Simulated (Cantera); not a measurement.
An adiabatic, constant-volume homogeneous reactor starts with CO : H2 : CH4 : O2 : N2 = 1 : 0.055 : 0.14 : 2.07 : 7.79 (molar parts), equivalence ratio 0.39, at 1573 K and 27.0 bar.

Model: GRI-Mech 3.0 (53 species, 325 reactions), integrated in Cantera. The pressure lies above the range GRI-Mech 3.0 was tuned for (to about 10 atm).

One state of this run: T (K) = 2661; P (bar) = 43.7; x CO = 0.00393; x H2 = 0.000168; x CH4 = <1e-12; x C2H4 = <1e-12; x H2O = 0.0294; x CO2 = 0.104. x: mole fraction; the columns are a selection and need not sum to one.

**Question.** Which value of t (s) does it belong to?
A) 0.00797
B) 2.00e-6
C) 5.64e-6
D) 1.59e-5

**Answer.** A, 0.00797
